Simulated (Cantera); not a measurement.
Feed: 1 mol Si3N4, 0.035 mol O2, 150 mol H2, equilibrated at 0.133 bar.

Equilibrium computed with Cantera from the NASA thermochemical tables; the gas is ideal and each condensed phase is pure. Candidate condensed phases: H2O, Si, SiO2, Si2N2O, Si3N4; 35 gas species. Mutual solubility and eutectic melting of coexisting phases are not modelled. Gases not in the tables: Si2H6 and higher silanes. Equilibrium is a limit: real reactors are often held back by kinetics, nucleation or transport.

x: gas mole fraction; n: condensed amount in mol.

```
T (°C)   x H2      x N2       x H     x SiO  n Si2N2O(s)  n Si3N4(s)  n Si(s)  n Si(l)
------  -----  --------  --------  --------  -----------  ----------  -------  -------
950     1.000  0.000155   8.23e-7  2.27e-10       0.0700       0.953        0        0
1050    1.000  0.000155   4.34e-6   1.71e-8       0.0700       0.953        0        0
1150    1.000  0.000156         …         …       0.0699       0.953        0        0
1250    0.999         …         …         …       0.0683       0.924        …        0
1350    0.996   0.00332  0.000189  0.000102       0.0546       0.723    0.705        0
1450    0.986    0.0131  0.000496  0.000460            0           0        0     2.93
1550    0.985    0.0131   0.00118  0.000460            0           0        0     2.92
1650    0.984    0.0131   0.00256  0.000460            0           0        0     2.89
```

**Question.** Some entries are withheld; supply them.

**Answer.** 
- 1250, x N2: 0.000555
- 1250, x H: 6.33e-5
- 1250, x SiO: 1.13e-5
- 1250, n Si(s): 0.0888
- 1150, x H: 1.82e-5
- 1150, x SiO: 6.95e-7
